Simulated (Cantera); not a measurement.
Cantera run, input and output.

```python
import numpy as np
import cantera as ct

gas = ct.Solution("gri30.yaml")
gas.TPX = 1248, 26000, {'CH4': 0.47, 'CO2': 0.41}
reactor = ct.IdealGasConstPressureReactor(gas, energy="off", clone=False)
net = ct.ReactorNet([reactor])
net.rtol, net.atol = 1e-08, 1e-18
show = ['CH4', 'CO2', 'C2H4', 'CH2O', 'HO2']
times = np.geomspace(0.0002, 100, 10)

steps = ct.SolutionArray(gas, extra=["t"])
rows = []
print(f"{'t/s':>10s}{'T/K':>9s}{'P/Pa':>11s}" + "".join(f"{s:>11s}" for s in show))
for t in times:
    while net.time < t:
        t_next = net.step()
        steps.append(gas.state, t=t_next)
    rows.append([np.interp(t, steps.t, y) for y in (steps.T, steps.P, *steps(*show).X.T)])
    print(f"{t:10.3e}{rows[-1][0]:9.1f}{rows[-1][1]:11.4g}" + "".join(f"{x:11.3e}" for x in rows[-1][2:]))
rate = np.gradient(steps.T, steps.t)
print("integrator steps:", len(steps.t))
if steps.T.max() > steps.T[0] + 200:
    print(f"time of steepest temperature rise: {steps.t[rate.argmax()]:.4e} s")
gas.TPX = 1248, 26000, {'CH4': 0.47, 'CO2': 0.41}
gas.equilibrate("TP")
print(f"equilibrium (TP): T = {gas.T:.1f} K  " + "  ".join(f"{s} {gas[s].X[0]:.3e}" for s in show))
```

Result:

```
       t/s      T/K       P/Pa        CH4        CO2       C2H4       CH2O        HO2
 2.000e-04   1248.0    2.6e+04  5.341e-01  4.659e-01  1.370e-13  3.084e-15  2.482e-22
 8.595e-04   1248.0    2.6e+04  5.341e-01  4.659e-01  1.255e-11  2.150e-13  6.934e-22
 3.694e-03   1248.0    2.6e+04  5.341e-01  4.659e-01  9.978e-10  1.596e-11  9.063e-22
 1.587e-02   1248.0    2.6e+04  5.341e-01  4.659e-01  5.125e-08  7.908e-10  8.407e-22
 6.822e-02   1248.0    2.6e+04  5.341e-01  4.659e-01  6.429e-07  8.551e-09  8.681e-22
 2.932e-01   1248.0    2.6e+04  5.340e-01  4.659e-01  5.691e-06  4.443e-08  1.055e-21
 1.260e+00   1248.0    2.6e+04  5.335e-01  4.659e-01  7.548e-05  1.456e-07  2.346e-21
 5.415e+00   1248.0    2.6e+04  5.310e-01  4.653e-01  6.815e-04  1.970e-07  1.138e-20
 2.327e+01   1248.0    2.6e+04  5.190e-01  4.611e-01  1.515e-03  1.767e-07  6.801e-20
 1.000e+02   1248.0    2.6e+04  4.732e-01  4.357e-01  2.398e-03  1.347e-07  3.731e-19
integrator steps: 1160
equilibrium (TP): T = 1248.0 K  CH4 3.422e-02  CO2 1.150e-05  C2H4 2.263e-04  CH2O 2.899e-08  HO2 2.626e-27
```

Model: GRI-Mech 3.0 (53 species, 325 reactions), integrated in Cantera.
